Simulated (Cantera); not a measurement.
A Cantera script and its output.

```python
import numpy as np
import cantera as ct

gas = ct.Solution("SiF4_NH3_mec.yaml", "gas")
gas.TPX = 2250, 3000, {'NH3': 1, 'N2': 1.6}
inlet = ct.Reservoir(gas, clone=True)

reactor = ct.IdealGasConstPressureReactor(gas, energy="off", clone=False)
exhaust = ct.Reservoir(gas, clone=True)
tau = [0.67, 0.35, 0.18, 0.091, 0.047, 0.024, 0.012, 0.0063, 0.0032, 0.0016][0]
for a, b in ((inlet, reactor), (reactor, exhaust)):
    ct.MassFlowController(a, b, mdot=lambda t: reactor.mass / tau)
net = ct.ReactorNet([reactor])
show = ['NH3', 'H', 'H2', 'N2H2', 'N']

rows = []
print(f"{'tau/s':>10s}{'T/K':>9s}" + "".join(f"{s:>11s}" for s in show))
for tau in [0.67, 0.35, 0.18, 0.091, 0.047, 0.024, 0.012, 0.0063, 0.0032, 0.0016]:
    net.initial_time = 0.0
    net.advance(30 * tau)
    before = gas.X
    net.advance(40 * tau)
    drift = np.max(np.abs(gas.X - before) / (gas.X + 1e-9))
    rows.append([gas.T, *gas[show].X, drift])
    print(f"{tau:10.3e}{gas.T:9.1f}" + "".join(f"{x:11.3e}" for x in gas[show].X))
```

It prints:

```
     tau/s      T/K        NH3          H         H2       N2H2          N
 6.700e-01   2250.0  3.963e-02  1.354e-03  3.724e-01  6.378e-07  6.520e-06
 3.500e-01   2250.0  6.858e-02  1.055e-03  3.411e-01  1.193e-06  6.552e-06
 1.800e-01   2250.0  1.124e-01  7.913e-04  2.936e-01  2.128e-06  6.454e-06
 9.100e-02   2250.0  1.710e-01  5.580e-04  2.300e-01  3.518e-06  6.076e-06
 4.700e-02   2250.0  2.329e-01  3.731e-04  1.628e-01  5.125e-06  5.321e-06
 2.400e-02   2250.0  2.887e-01  2.328e-04  1.021e-01  6.651e-06  4.129e-06
 1.200e-02   2250.0  3.305e-01  1.350e-04  5.663e-02  7.681e-06  2.662e-06
 6.300e-03   2250.0  3.550e-01  7.696e-05  3.000e-02  7.858e-06  1.473e-06
 3.200e-03   2250.0  3.697e-01  3.954e-05  1.402e-02  7.029e-06  6.697e-07
 1.600e-03   2250.0  3.777e-01  1.824e-05  5.676e-03  5.064e-06  2.623e-07
```

Detailed kinetics in Cantera: the gas-phase N/H chemistry of the illustrative SiF4/NH3 mechanism in the Surface Chemkin manual (1991). Walls and surfaces, which speed up NH3 decomposition in real reactors, are not modelled.
